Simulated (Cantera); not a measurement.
A Cantera script and its output.

```python
import numpy as np
import cantera as ct

gas = ct.Solution("gri30.yaml")
gas.TPX = 1248, 13332, {'C2H4': 1, 'H2': 7.8}
reactor = ct.IdealGasConstPressureReactor(gas, energy="off", clone=False)
net = ct.ReactorNet([reactor])
net.rtol, net.atol = 1e-08, 1e-18
show = ['C2H4', 'H2', 'CH2', 'C2H', 'C2H2', 'CH4', 'H']
times = np.geomspace(3e-06, 200, 11)

steps = ct.SolutionArray(gas, extra=["t"])
rows = []
print(f"{'t/s':>10s}{'T/K':>9s}{'P/Pa':>11s}" + "".join(f"{s:>11s}" for s in show))
for t in times:
    while net.time < t:
        t_next = net.step()
        steps.append(gas.state, t=t_next)
    rows.append([np.interp(t, steps.t, y) for y in (steps.T, steps.P, *steps(*show).X.T)])
    print(f"{t:10.3e}{rows[-1][0]:9.1f}{rows[-1][1]:11.4g}" + "".join(f"{x:11.3e}" for x in rows[-1][2:]))
rate = np.gradient(steps.T, steps.t)
print("integrator steps:", len(steps.t))
if steps.T.max() > steps.T[0] + 200:
    print(f"time of steepest temperature rise: {steps.t[rate.argmax()]:.4e} s")
gas.TPX = 1248, 13332, {'C2H4': 1, 'H2': 7.8}
gas.equilibrate("TP")
print(f"equilibrium (TP): T = {gas.T:.1f} K  " + "  ".join(f"{s} {gas[s].X[0]:.3e}" for s in show))
```

It prints:

```
       t/s      T/K       P/Pa       C2H4         H2        CH2        C2H       C2H2        CH4          H
 3.000e-06   1248.0  1.333e+04  1.136e-01  8.864e-01  2.951e-19  1.856e-23  9.256e-09  1.273e-19  6.215e-12
 1.818e-05   1248.0  1.333e+04  1.136e-01  8.864e-01  9.181e-18  7.307e-22  5.609e-08  2.395e-17  4.044e-11
 1.101e-04   1248.0  1.333e+04  1.136e-01  8.864e-01  1.519e-16  2.957e-20  3.400e-07  9.651e-15  2.701e-10
 6.673e-04   1248.0  1.333e+04  1.136e-01  8.864e-01  1.131e-15  1.118e-18  2.066e-06  2.383e-12  1.676e-09
 4.043e-03   1248.0  1.333e+04  1.136e-01  8.864e-01  7.278e-15  4.325e-17  1.275e-05  5.383e-10  1.050e-08
 2.449e-02   1248.0  1.333e+04  1.135e-01  8.864e-01  1.076e-13  4.599e-15  9.217e-05  1.728e-07  1.548e-07
 1.484e-01   1248.0  1.333e+04  1.002e-01  8.864e-01  1.395e-11  3.869e-11  1.064e-02  1.828e-03  1.129e-05
 8.992e-01   1248.0  1.333e+04  5.003e-02  8.838e-01  2.399e-11  1.618e-10  5.082e-02  1.487e-02  9.855e-06
 5.448e+00   1248.0  1.333e+04  3.455e-02  8.684e-01  3.097e-11  1.223e-10  5.359e-02  4.315e-02  6.939e-06
 3.301e+01   1248.0  1.333e+04  2.491e-02  8.347e-01  2.180e-11  5.024e-11  3.942e-02  1.007e-01  3.727e-06
 2.000e+02   1248.0  1.333e+04  1.347e-02  7.940e-01  9.642e-12  1.446e-11  2.208e-02  1.703e-01  1.821e-06
integrator steps: 1023
equilibrium (TP): T = 1248.0 K  C2H4 6.738e-03  H2 7.691e-01  CH2 4.926e-12  C2H 4.713e-12  C2H2 1.124e-02  CH4 2.128e-01  H 1.129e-06
```

Model: GRI-Mech 3.0 (53 species, 325 reactions), integrated in Cantera. GRI-Mech 3.0 was tuned for natural gas; its chemistry of ethylene as a main component is partial and can be far from experiment. GRI-Mech 3.0 stops at C3 and has no aromatics, soot or wall deposition, so with more carbon than oxygen in the feed, carbon stays in small species such as C2H2 where larger ones or solid carbon would form.
